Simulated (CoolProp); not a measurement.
Vapour-liquid equilibrium of R142b (1) + R113 (2) at 4.66 bar; x and y are mole fractions of (1).

Model: multi-fluid Helmholtz-energy mixture model, Lemmon 2006 and Marx 1992; pair parameters Bell 2016, in CoolProp.

Problem. Give the bubble temperature and the first vapour's composition at x = 0.15, 0.35, 0.65. Is there an azeotrope?

Solution. x = 0.15: 81.5 °C, y = 0.461; x = 0.35: 63.5 °C, y = 0.732; x = 0.65: 47.8 °C, y = 0.898. No azeotrope shows between x = 0.05 and 0.95.

Pair parameters are fitted to limited data, so mixtures are less certain than the pure fluids.
